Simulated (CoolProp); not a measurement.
Saturation properties of o-xylene (Tc = 630.3 K, pc = 3.737 MPa, ω = 0.312).

Values from CoolProp's reference Helmholtz-energy equation of state, Zhou 2012.

| T (K) | p (MPa) | liquid density (kg/m³) | vapour density (kg/m³) | enthalpy of vaporisation (kJ/kg) | surface tension (mN/m) | vapour viscosity (µPa s) |
|---|---|---|---|---|---|---|
| 492.9 | 0.5273 | 688.9 | 15.92 | 289.4 | 9.99 | 10.8 |
| 500 | 0.5986 | 680.3 | 18.07 | 283.4 | 9.36 | 10.9 |
| 507 | 0.6757 | 671.5 | 20.44 | 277.4 | 8.75 | 11.1 |
| 514.1 | 0.7615 | 662.4 | 23.11 | 271.0 | 8.13 | 11.3 |
| 521.1 | 0.8537 | 653.0 | 26.03 | 264.4 | 7.53 | 11.5 |
| 528.2 | 0.9557 | 643.2 | 29.33 | 257.4 | 6.94 | 11.7 |
| 535.2 | 1.065 | 633.1 | 32.95 | 250.2 | 6.36 | 11.9 |
| 542.3 | 1.185 | 622.4 | 37.05 | 242.6 | 5.78 | 12.2 |
| 549.3 | 1.313 | 611.4 | 41.58 | 234.5 | 5.22 | 12.4 |
| 556.4 | 1.454 | 599.6 | 46.76 | 225.9 | 4.67 | 12.6 |

It boils at 417.5 K under 1 atm.

Viscosity comes from a separate model (Cao 2016). Surface tension comes from a separate correlation (Mulero 2014).
